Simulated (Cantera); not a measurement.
Charge: 1 mol Si2Cl6, 0.2 mol HCl, 180 mol H2, held at 0.100 bar.

These are equilibrium values from Cantera (NASA tables, ideal gas, pure condensed phases), not measurements of a reactor. Candidate condensed phases: Si; 19 gas species. The feed counts by its element totals alone. Gases not in the tables: Si2H6 and higher silanes. Equilibrium is a limit: real reactors are often held back by kinetics, nucleation or transport.

Question: Which condensed phases are stable at each of these points (T (K)): 998, 1098, 1198, 1298, 1398, 1498, 1598, 1698, 1798?

Answer: 
```tsv
T (K)	condensed phases	Si condensed (%)
998	Si(s)	35.1
1098	Si(s)	53.7
1198	Si(s)	69.3
1298	Si(s)	75.2
1398	Si(s)	75.7
1498	Si(s)	74.9
1598	Si(s)	73.8
1698	Si(l)	72.9
1798	Si(l)	75.1
```

From 998 K to 1598 K the condensed part is Si(s). From 1698 K to 1798 K the condensed part is Si(l).
